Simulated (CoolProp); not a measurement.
Saturation properties of dimethyl carbonate (Tc = 283.9 °C, pc = 4.909 MPa, ω = 0.346).

Model: reference Helmholtz-energy equation of state, Zhou 2011, in CoolProp.

| T (°C) | p (MPa) | liquid density (kg/m³) | vapour density (kg/m³) | liquid cp (kJ/(kg K)) | surface tension (mN/m) |
|---|---|---|---|---|---|
| 145.05 | 0.4472 | 891.0 | 12.66 | 2.117 | 12.0 |
| 156.85 | 0.5814 | 871.6 | 16.33 | 2.157 | [?] |
| 168.55 | 0.7428 | 851.7 | 20.78 | 2.200 | 9.24 |
| 180.25 | 0.9361 | 830.9 | [?] | 2.249 | 7.96 |
| 192.05 | 1.168 | 808.9 | 32.81 | 2.305 | [?] |
| 203.75 | 1.438 | 785.8 | 40.83 | 2.372 | 5.57 |
| 215.55 | 1.756 | 760.7 | [?] | 2.457 | 4.46 |
| 227.25 | 2.123 | 733.6 | [?] | 2.571 | 3.44 |
| 238.95 | 2.547 | 703.1 | 78.56 | 2.734 | 2.49 |
| 250.75 | 3.041 | 667.0 | 99.35 | 3.002 | 1.63 |

Some entries are withheld; supply them.


- 156.85, surface tension (mN/m): 10.6
- 180.25, vapour density (kg/m³): 26.18
- 192.05, surface tension (mN/m): 6.73
- 215.55, vapour density (kg/m³): 50.75
- 227.25, vapour density (kg/m³): 62.99

It boils at 90.1 °C under 1 atm.

Surface tension comes from a separate correlation (Mulero 2014).
